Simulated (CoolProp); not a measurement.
The fluid at 339.72 K and 0.18 MPa flows at 0.18 m/s in a round tube of 50 mm bore and 45 µm roughness, fully developed (64/Re and Nu = 3.66 if laminar; Colebrook and Gnielinski if turbulent). The same conditions are run with several fluids, on thermodynamics alone (safety and materials aside).

Model: reference Helmholtz-energy equation of state of each fluid (nitrogen: Span 2000; methane: Setzmann 1991; n-butane: Bücker 2006; R124: de Vries 1995), in CoolProp.

Problem. Rank nitrogen, methane, n-butane, R124 by Reynolds number, highest first.

Solution. R124 (5480), n-butane (4090), nitrogen (816), methane (738)

```tsv
fluid	Darcy friction factor	pressure drop (Pa/m)	heat-transfer coefficient (W/(m² K))	mass flow (kg/h)
nitrogen	0.0784	0.0453	2.11	2.27
methane	0.0867	0.0288	2.95	1.30
n-butane	0.0406	0.0504	5.93	4.88
R124	0.0375	0.109	5.98	11.4
```

Transport values come from each fluid's own correlations; those of R124 are estimates that may be off by 10 % or more.
